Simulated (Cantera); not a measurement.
A closed system holds: 1 mol Ni, 0.12 mol H2S, 5 mol H2, held at 1.00 bar.

Method: chemical equilibrium by Gibbs-energy minimisation in Cantera with the NASA 1993 tables (ideal gas, pure condensed phases). Candidate condensed phases: Ni, NiS, NiS2, Ni3S2, Ni3S4, S; 9 gas species. Metal and sulfide melt together well below either melting point, which pure phases cannot show. Mutual solubility and eutectic melting of coexisting phases are not modelled. The numbers say what is thermodynamically allowed, not how fast it happens.

x: gas mole fraction; n: condensed amount in mol.

| T (K) | x H2 | x H2S | x SH | x H | x S2 | x S | x Ni | n Ni(s) | n Ni3S2(s) | n Ni3S2(l) |
|---|---|---|---|---|---|---|---|---|---|---|
| 750 | 1.000 | 0.000275 | … | <1e-12 | <1e-12 | <1e-12 | <1e-12 | 0.822 | 0.0593 | 0 |
| 825 | 0.999 | 0.000901 | … | 7.93e-12 | <1e-12 | <1e-12 | <1e-12 | 0.827 | 0.0577 | 0 |
| 900 | 0.998 | 0.00172 | … | 1.17e-10 | 1.46e-11 | <1e-12 | <1e-12 | 0.833 | 0.0556 | 0 |
| 975 | 0.997 | 0.00285 | … | 1.14e-9 | 2.54e-10 | <1e-12 | <1e-12 | 0.842 | 0.0527 | 0 |
| 1050 | 0.996 | 0.00429 | … | 8.09e-9 | 2.82e-9 | 1.27e-12 | <1e-12 | 0.853 | 0.0490 | 0 |
| 1125 | 0.994 | 0.00566 | … | 4.43e-8 | 1.95e-8 | 1.73e-11 | <1e-12 | 0.863 | 0 | 0.0455 |
| 1200 | 0.993 | 0.00701 | … | 1.97e-7 | 1.00e-7 | 1.67e-10 | 1.08e-11 | 0.874 | 0 | 0.0420 |
| 1275 | 0.992 | 0.00837 | … | 7.34e-7 | 4.16e-7 | 1.22e-9 | 1.31e-10 | 0.884 | 0 | 0.0386 |
| 1350 | 0.990 | 0.00970 | … | 2.37e-6 | 1.45e-6 | 7.08e-9 | 1.20e-9 | 0.895 | 0 | 0.0351 |
| 1425 | 0.989 | 0.0110 | … | 6.78e-6 | 4.33e-6 | 3.39e-8 | 8.70e-9 | 0.904 | 0 | 0.0319 |
| 1500 | 0.988 | 0.0121 | … | 1.75e-5 | 1.14e-5 | 1.38e-7 | 5.14e-8 | 0.914 | 0 | 0.0287 |
| 1575 | 0.987 | 0.0132 | … | 4.13e-5 | 2.72e-5 | 4.87e-7 | 2.56e-7 | 0.923 | 0 | 0.0257 |
| 1650 | 0.985 | 0.0142 | … | 9.02e-5 | 5.93e-5 | 1.53e-6 | 1.10e-6 | 0.932 | 0 | 0.0227 |

Problem. Some entries are withheld; supply them.

Solution. 
- 750, x SH: 2.31e-12
- 825, x SH: 8.24e-11
- 900, x SH: 1.15e-9
- 975, x SH: 1.04e-8
- 1050, x SH: 6.66e-8
- 1125, x SH: 3.09e-7
- 1200, x SH: 1.15e-6
- 1275, x SH: 3.64e-6
- 1350, x SH: 1.00e-5
- 1425, x SH: 2.45e-5
- 1500, x SH: 5.45e-5
- 1575, x SH: 0.000112
- 1650, x SH: 0.000213
